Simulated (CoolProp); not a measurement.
A simple Rankine cycle with R1132(E): condensing at 295.15 K, boiler at 4.21 MPa, turbine inlet 340.7 K, turbine efficiency 0.85, pump efficiency 0.8, no recuperator. Each further row changes one setting.

Model: reference Helmholtz-energy equation of state, Akasaka 2024, in CoolProp.

```csv
case,thermal efficiency (%),net work (kJ/kg),heat in (kJ/kg),turbine exit temperature (K),volume ratio over the turbine
as stated,8.5,18.1,213,295.1,3.09
turbine inlet 360.7 K,9.3,23.7,256,___,2.75
condensing temperature 287.15 K,___,22.6,228,287.2,3.86
boiler pressure 2.95 MPa,6.4,16.0,250,306.4,___
turbine efficiency 0.75,7.3,___,213,295.1,3.12
```

Question: Some entries are withheld; supply them.

Answer: 
- turbine inlet 360.7 K, turbine exit temperature (K): 305.0
- condensing temperature 287.15 K, thermal efficiency (%): 9.9
- boiler pressure 2.95 MPa, volume ratio over the turbine: 1.91
- turbine efficiency 0.75, net work (kJ/kg): 15.5

The expansion ends wet for: as stated; condensing temperature 287.15 K; turbine efficiency 0.75.
